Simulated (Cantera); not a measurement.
**Thermodynamics of silicon etching in halogen gases, feed Si + HF**

Input: 1 mol Si, 1.8 mol HF, equilibrated at 550 °C and 133 Pa.

Cantera equilibrium calculation (NASA polynomials, part measured and part estimated; ideal gas, pure solids and liquids). Candidate condensed phases: Si; 25 gas species. The tables' values for SiF₃ are old estimates; treat these amounts as uncertain. The numbers say what is thermodynamically allowed, not how fast it happens.

| Item | Result |
|---|---|
| x(H₂) | 0.665 |
| x(SiF₄) | 0.329 |
| x(SiHF₃) | 0.00572 |
| x(SiH₂F₂) | 5.80e-5 |
| x(SiF₃) | 5.76e-5 |
| x(HF) | 2.40e-6 |
| n(Si(s)) | 0.548 mol |
| gas amount | 1.348 mol |
